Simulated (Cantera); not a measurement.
Input (Python, Cantera):

```python
import numpy as np
import cantera as ct

gas = ct.Solution("gri30.yaml")
gas.TPX = 550, 1000000, {'CH4': 1, 'C2H6': 0.041, 'C3H8': 0.039, 'O2': 1.8, 'N2': 8.63}
flame = ct.FreeFlame(gas, width=0.008)
flame.set_refine_criteria(ratio=3, slope=0.08, curve=0.16)
flame.transport_model = "mixture-averaged"
flame.solve(loglevel=0, auto=True)
z, T = flame.grid, flame.T
thick = (T[-1] - T[0]) / np.gradient(T, z).max()
show = ['CH4', 'C2H6', 'C3H8', 'H2', 'CH2', 'O']
print(f"laminar burning velocity  {flame.velocity[0] * 100:.3f} cm/s")
print(f"burnt temperature         {T[-1]:.1f} K")
print(f"thermal thickness         {thick * 1e3:.4f} mm")
print(f"grid points               {len(z)}")
z0 = z[flame.heat_release_rate.argmax()]
print(f"{'z/mm':>9s}{'T/K':>9s}{'u/(m/s)':>9s}" + "".join(f"{s:>11s}" for s in show))
rows = []
for k in (-3, -2, -1.5, -1, -0.5, -0.25, 0, 0.25, 0.5, 1, 2, 4, 8):
    zz = z0 + k * thick
    rows.append([k * thick, np.interp(zz, z, T), np.interp(zz, z, flame.velocity),
                 *(np.interp(zz, z, flame.X[gas.species_index(s)]) for s in show)])
    print(f"{rows[-1][0] * 1e3:9.3f}{rows[-1][1]:9.1f}{rows[-1][2]:9.3f}" + "".join(f"{x:11.3e}" for x in rows[-1][3:]))
```

Output:

```
laminar burning velocity  15.563 cm/s
burnt temperature         2029.3 K
thermal thickness         0.1737 mm
grid points               126
     z/mm      T/K  u/(m/s)        CH4       C2H6       C3H8         H2        CH2          O
   -0.521    551.2    0.156  8.657e-02  3.554e-03  3.381e-03  2.353e-03  1.227e-23  1.891e-18
   -0.347    561.7    0.160  8.556e-02  3.536e-03  3.368e-03  5.729e-03  3.146e-20  8.414e-16
   -0.261    590.3    0.169  8.347e-02  3.501e-03  3.344e-03  9.112e-03  2.783e-18  3.524e-14
   -0.174    709.8    0.205  7.596e-02  3.330e-03  3.209e-03  1.453e-02  4.226e-15  1.040e-11
   -0.087   1117.8    0.328  5.151e-02  2.388e-03  2.013e-03  2.175e-02  7.631e-10  1.285e-07
   -0.043   1467.4    0.435  3.004e-02  1.348e-03  5.119e-04  2.551e-02  1.612e-07  4.244e-06
    0.000   1792.2    0.534  1.097e-02  3.051e-04  5.627e-06  2.815e-02  4.186e-06  1.942e-05
    0.043   1952.6    0.583  3.614e-03  3.181e-05  4.217e-08  2.930e-02  7.039e-06  1.443e-05
    0.087   2004.7    0.597  1.870e-03  6.067e-06  2.859e-09  3.045e-02  3.555e-06  5.218e-06
    0.174   2028.6    0.604  1.114e-03  9.288e-07  1.362e-10  3.229e-02  8.566e-07  8.145e-07
    0.347   2033.4    0.605  7.315e-04  1.979e-07  1.182e-11  3.419e-02  2.544e-07  1.730e-07
    0.695   2032.3    0.605  4.166e-04  5.414e-08  1.667e-12  3.576e-02  1.191e-07  1.207e-07
    1.390   2030.6    0.605  1.652e-04  8.368e-09  1.066e-13  3.679e-02  4.396e-08  1.174e-07
```

Computed with Cantera and GRI-Mech 3.0 (53 species, 325 reactions). Burning velocities carry a grid error of a few per cent, more on coarse grids.
